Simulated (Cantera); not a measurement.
Feed: 1 mol Ti(OiPr)4, 0.12 mol O2, at 2.90 mbar.

Method: chemical equilibrium by Gibbs-energy minimisation in Cantera with the NASA 1993 tables (ideal gas, pure condensed phases). Candidate condensed phases: C, C6H6, C7H8, C8H18, H2O, Ti, TiC, TiO, TiO2, Ti2O3, Ti3O5, Ti4O7; 113 gas species. The feed counts by its element totals alone. TiC: taken at fixed stoichiometry. Rates play no part.

Over these rows the condensed part is C(graphite) + TiC(s). Partial pressures as log10 of bar:

| T (K) | 1000/T (1/K) | log p C2H2 (acetylene) | log p H2 | log p CO |
|---|---|---|---|---|
| 1400 | 0.7143 | -8.25 | -2.65 | -3.17 |
| 1450 | 0.6897 | -7.96 | -2.65 | -3.17 |
| 1500 | 0.6667 | -7.70 | -2.65 | -3.17 |
| 1550 | 0.6452 | -7.45 | -2.65 | -3.17 |
| 1600 | 0.6250 | ? | -2.65 | -3.17 |
| 1650 | 0.6061 | -6.99 | -2.65 | -3.17 |

Question: Fit log p(C2H2 (acetylene)) = a + b·(1000/T) to the five rows, give the apparent enthalpy, and predict the row at 1600 K.

Answer: Means: 1000/T = 0.6644, log p = -7.670. Sxy = -0.080216, Sxx = 0.0069029, so b = -11.62 and a = -7.670 − (-11.62)×0.6644 = 0.05.
Apparent enthalpy: −19.145 × (-11.62) = 222 kJ/mol. With the condensed phases at unit activity, 2 C(graphite) + H2(g) = C2H2 (acetylene)(g) links this pressure to the main gases: over the six rows their terms move log p by +0.00 in all, so the slope is close to that reaction's ΔH°. The five rows lie within 0.01 of the line.
Prediction at 1600 K: 0.05 + (-11.62)×0.6250 = -7.21. The computed value is -7.21, 0.00 from the line.
